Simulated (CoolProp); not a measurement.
Vapour-liquid equilibrium of ethane (1) + propane (2) at 273.7 K; x and y are mole fractions of (1).

Values from CoolProp's multi-fluid Helmholtz-energy mixture model, Bücker 2006 and Lemmon 2009; pair parameters Kunz 2012.

Question: Give the bubble pressure and the first vapour's composition at x = 0.15, 0.25, 0.75. Is there an azeotrope?

Answer: x = 0.15: 723.3 kPa, y = 0.395; x = 0.25: 887.0 kPa, y = 0.545; x = 0.75: 1826 kPa, y = 0.905. No azeotrope shows between x = 0.05 and 0.95.

Pair parameters are fitted to limited data, so mixtures are less certain than the pure fluids.
